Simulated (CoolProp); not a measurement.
The fluoroketone C6F12O (FK-5-1-12) at 304.95 K and 0.0348 MPa is compressed adiabatically to 0.263 MPa with isentropic efficiency 0.7. Each further row changes one setting.

The numbers come from the reference Helmholtz-energy equation of state, McLinden 2015 in CoolProp.

| case | work (kJ/kg) | final phase | final density (kg/m³) |
|---|---|---|---|
| as stated | ? | two-phase, vapour fraction 0.770 | ? |
| efficiency 1 | ? | two-phase, vapour fraction 0.690 | 46.5 |
| efficiency 0.65 | 22.5 | two-phase, vapour fraction 0.791 | ? |

Question: Some entries are withheld; supply them.

Answer: 
- as stated, work (kJ/kg): 20.9
- as stated, final density (kg/m³): 41.8
- efficiency 1, work (kJ/kg): 14.6
- efficiency 0.65, final density (kg/m³): 40.8
